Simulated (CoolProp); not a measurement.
Vapour-liquid equilibrium of benzene (1) + n-dodecane (2) at 345.4 K; x and y are mole fractions of (1).

The numbers come from the multi-fluid Helmholtz-energy mixture model, Thol 2012 and Lemmon 2004; pair parameters Bell 2016 in CoolProp.

Problem. Give the bubble pressure and the first vapour's composition at x = 0.05, 0.35, 0.5. Is there an azeotrope?

Solution. x = 0.05: 0.03887 bar, y = 0.884; x = 0.35: 0.2970 bar, y = 0.990; x = 0.5: 0.4199 bar, y = 0.994. No azeotrope shows between x = 0.05 and 0.95.

Pair parameters are fitted to limited data, so mixtures are less certain than the pure fluids. The gap from Raoult's law changes sign with composition, which may be real or a fault of the pair parameters; it wasn't checked against measurements.
